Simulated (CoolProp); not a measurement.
A single-stage vapour-compression cycle with the fluid: evaporating at 324.15 K (dew point), condensing at 372.15 K (bubble point), superheat 10 K, subcooling 8 K, compressor efficiency 0.8, no pressure losses. The same conditions are run with several fluids, on thermodynamics alone (safety and materials aside).

Computed with CoolProp (reference Helmholtz-energy equation of state of each fluid (isobutane: Bücker 2006; n-heptane: Span 2003; isohexane: Lemmon 2006; tetrahydrofuran: Fiedler 2023; R152A: Outcalt 1996; R114: Platzer 1990)). The equations of Platzer and Polt are older, rougher fits.

```json
[
 {"fluid": "isobutane", "cooling COP": "4.09", "pressure ratio": "2.78", "discharge temperature (K)": "378.0", "refrigerating effect (kJ/kg)": "205", "volumetric capacity (kJ/m³)": "3510"},
 {"fluid": "n-heptane", "cooling COP": "4.69", "pressure ratio": "5.25", "discharge temperature (K)": "372.2", "refrigerating effect (kJ/kg)": "269", "volumetric capacity (kJ/m³)": "194"},
 {"fluid": "isohexane", "cooling COP": "4.60", "pressure ratio": "4.02", "discharge temperature (K)": "372.2", "refrigerating effect (kJ/kg)": "249", "volumetric capacity (kJ/m³)": "(withheld)"},
 {"fluid": "tetrahydrofuran", "cooling COP": "4.93", "pressure ratio": "4.36", "discharge temperature (K)": "(withheld)", "refrigerating effect (kJ/kg)": "363", "volumetric capacity (kJ/m³)": "(withheld)"},
 {"fluid": "R152A", "cooling COP": "3.93", "pressure ratio": "2.85", "discharge temperature (K)": "396.7", "refrigerating effect (kJ/kg)": "173", "volumetric capacity (kJ/m³)": "6170"},
 {"fluid": "R114", "cooling COP": "(withheld)", "pressure ratio": "3.03", "discharge temperature (K)": "374.6", "refrigerating effect (kJ/kg)": "81.3", "volumetric capacity (kJ/m³)": "2570"}
]
```

### Question
Complete the blanks.

### Answer

- isohexane, volumetric capacity (kJ/m³): 599
- tetrahydrofuran, discharge temperature (K): 392.9
- tetrahydrofuran, volumetric capacity (kJ/m³): 583
- R114, cooling COP: 4.21

The compression ends wet for: n-heptane; isohexane.
